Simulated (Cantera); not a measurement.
An adiabatic, constant-volume homogeneous reactor starts with H₂ : O₂ : N₂ = 1 : 0.581 : 2.19 (molar parts), equivalence ratio 0.86, at 1000 K and 1800000 Pa.

Computed with Cantera and GRI-Mech 3.0 (53 species, 325 reactions). The hydrogen kinetics of GRI-Mech 3.0 are dated; newer H2 mechanisms differ, most at raised pressure. The pressure lies above the range GRI-Mech 3.0 was tuned for (to about 10 atm). Above 3000 K some thermodynamic fits are extrapolated.

Predict: time of steepest temperature rise; temperature at 1.00 s; equilibrium temperature; x(H₂) at 1.00 s; x(O₂) at 1.00 s; x(H) at 1.00 s; x(NO) at 1.00 s; x(H₂O) at 1.00 s; x(H₂O₂) at 1.00 s; x(NO₂) at 1.00 s.


```json
{
 "time_of_steepest_temperature_rise": "6.49 ms",
 "temperature at 1.00 s": "3029 K",
 "equilibrium_temperature": "3029 K",
 "x(H₂) at 1.00 s": "0.0142 (gas-phase equilibrium 0.0142)",
 "x(O₂) at 1.00 s": "0.0192 (gas-phase equilibrium 0.0192)",
 "x(H) at 1.00 s": "0.00299 (gas-phase equilibrium 0.00299)",
 "x(NO) at 1.00 s": "0.0137 (gas-phase equilibrium 0.0137)",
 "x(H₂O) at 1.00 s": "0.275 (gas-phase equilibrium 0.275)",
 "x(H₂O₂) at 1.00 s": "4.79e-6 (gas-phase equilibrium 4.79e-6)",
 "x(NO₂) at 1.00 s": "1.62e-5 (gas-phase equilibrium 1.62e-5)"
}
```
